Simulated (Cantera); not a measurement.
A Cantera script and its output.

```python
import numpy as np
import cantera as ct

gas = ct.Solution("h2o2.yaml")
gas.TPX = 450, 13332, {'H2': 1, 'O2': 0.357, 'N2': 1.34}
flame = ct.FreeFlame(gas, width=0.16)
flame.set_refine_criteria(ratio=3, slope=0.08, curve=0.16)
flame.transport_model = "mixture-averaged"
flame.solve(loglevel=0, auto=True)
flame.transport_model = "multicomponent"
flame.soret_enabled = True
flame.solve(loglevel=0, refine_grid=True)
z, T = flame.grid, flame.T
thick = (T[-1] - T[0]) / np.gradient(T, z).max()
show = ['H2', 'O2', 'OH', 'H', 'H2O2', 'HO2']
print(f"laminar burning velocity  {flame.velocity[0] * 100:.3f} cm/s")
print(f"burnt temperature         {T[-1]:.1f} K")
print(f"thermal thickness         {thick * 1e3:.4f} mm")
print(f"grid points               {len(z)}")
z0 = z[flame.heat_release_rate.argmax()]
print(f"{'z/mm':>9s}{'T/K':>9s}{'u/(m/s)':>9s}" + "".join(f"{s:>11s}" for s in show))
rows = []
for k in (-3, -2, -1.5, -1, -0.5, -0.25, 0, 0.25, 0.5, 1, 2, 4, 8):
    zz = z0 + k * thick
    rows.append([k * thick, np.interp(zz, z, T), np.interp(zz, z, flame.velocity),
                 *(np.interp(zz, z, flame.X[gas.species_index(s)]) for s in show)])
    print(f"{rows[-1][0] * 1e3:9.3f}{rows[-1][1]:9.1f}{rows[-1][2]:9.3f}" + "".join(f"{x:11.3e}" for x in rows[-1][3:]))
```

It prints:

```
laminar burning velocity  396.831 cm/s
burnt temperature         2339.5 K
thermal thickness         5.6274 mm
grid points               142
     z/mm      T/K  u/(m/s)         H2         O2         OH          H       H2O2        HO2
  -16.882    450.0    3.968  3.708e-01  1.324e-01 -1.023e-19 -9.833e-19  1.729e-17 -6.517e-16
  -11.255    450.0    3.968  3.708e-01  1.324e-01  2.094e-17  2.763e-15  1.414e-16  5.010e-13
   -8.441    450.0    3.968  3.708e-01  1.324e-01  2.738e-15  1.743e-12  2.456e-14  7.677e-11
   -5.627    450.0    3.968  3.708e-01  1.324e-01  3.565e-12  4.240e-09  3.043e-11  4.451e-08
   -2.814    457.3    4.008  3.661e-01  1.331e-01  3.007e-05  1.050e-04  1.956e-06  7.673e-05
   -1.407    642.7    5.490  3.316e-01  1.295e-01  4.468e-04  8.621e-03  4.828e-06  4.480e-05
    0.000   1084.8    9.023  1.924e-01  7.782e-02  2.441e-03  7.238e-02  4.556e-07  1.377e-05
    1.407   1356.7   11.221  9.333e-02  1.746e-02  5.929e-03  1.110e-01  5.108e-07  2.861e-06
    2.814   1465.0   12.052  8.861e-02  1.081e-02  7.505e-03  1.053e-01  4.441e-07  1.581e-06
    5.627   1589.5   12.976  9.451e-02  9.061e-03  9.215e-03  9.138e-02  3.132e-07  1.149e-06
   11.255   1729.3   13.978  1.006e-01  7.326e-03  1.074e-02  7.549e-02  1.789e-07  8.161e-07
   22.510   1874.7   14.988  1.056e-01  5.447e-03  1.160e-02  5.944e-02  9.339e-08  5.557e-07
   45.019   2017.8   15.950  1.094e-01  3.618e-03  1.139e-02  4.424e-02  4.859e-08  3.670e-07
```

Cantera simulation using the H2/O2 subset of GRI-Mech 3.0, which has no nitrogen chemistry; the numbers are that mechanism's predictions, not measurements. Burning velocities carry a grid error of a few per cent, more on coarse grids.
